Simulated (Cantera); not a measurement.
Stirred combustor or abatement burner

A perfectly stirred reactor is fed with 7.82 % CH4, 0.336 % C2H6, 0.477 % C3H8, 19.2 % O2, 72.1 % N2, at 0.790 atm; it is adiabatic with a 700 K inlet, and is followed from long to short residence time, starting on the burning branch (τ in s: 0.18, 0.048, 0.012, 0.0032, 0.00084, 0.00022, 5.7e-05, 1.5e-05, 3.8e-06).

Computed with Cantera and GRI-Mech 3.0 (53 species, 325 reactions).

| τ (s) | T (K) | x CH4 | x C2H6 | x C3H8 | x OH | x NO |
|---|---|---|---|---|---|---|
| 0.18 | 2405 | 8.20e-7 | 3.95e-9 | 6.97e-9 | 0.00710 | 0.00343 |
| 0.048 | 2396 | 2.83e-6 | 1.47e-8 | 2.51e-8 | 0.00749 | 0.00252 |
| 0.012 | 2361 | 9.24e-6 | 5.82e-8 | 9.07e-8 | 0.00847 | 0.00134 |
| 0.0032 | 2288 | 2.57e-5 | 2.11e-7 | 2.84e-7 | 0.00996 | 0.000575 |
| 0.00084 | 2182 | 7.48e-5 | 7.44e-7 | 8.79e-7 | 0.0113 | 0.000226 |
| 0.00022 | 2071 | 0.000254 | 2.74e-6 | 3.02e-6 | 0.0114 | 9.74e-5 |
| 5.7e-5 | 1946 | 0.00129 | 1.43e-5 | 1.53e-5 | 0.00895 | 4.14e-5 |
| 1.5e-5 | 700 | 0.0782 | 0.00336 | 0.00477 | <1e-12 | <1e-12 |
| 3.8e-6 | 700 | 0.0782 | 0.00336 | 0.00477 | <1e-12 | <1e-12 |
x: mole fraction; the columns are a selection and need not sum to one.
